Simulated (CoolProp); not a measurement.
Vapour-liquid equilibrium of R22 (1) + R142b (2) at 3.55 bar; x and y are mole fractions of (1).

The numbers come from the multi-fluid Helmholtz-energy mixture model, Kamei 1995 and Lemmon 2006; pair parameters Bell 2016 in CoolProp.

```csv
x,bubble temperature (°C),y at the bubble point,dew temperature at overall composition x (°C),liquid density (mol/L)
0.05,23.7,0.124,25.5,11.21
0.125,19.7,0.278,23.6,11.49
0.2,16.1,0.405,21.8,11.78
0.275,12.9,0.511,19.8,12.07
0.35,9.9,0.601,17.7,12.37
0.425,7.1,0.677,15.5,12.67
0.5,4.4,0.744,13.2,12.97
0.575,1.9,0.801,10.8,13.29
0.65,-0.5,0.851,8.1,13.61
0.725,-2.7,0.893,5.2,13.94
0.8,-4.9,0.930,2.0,14.28
0.875,-6.9,0.960,-1.7,14.62
0.95,-8.8,0.986,-6.2,14.97
```

No azeotrope shows between x = 0.05 and 0.95.

Pair parameters are fitted to limited data, so mixtures are less certain than the pure fluids.
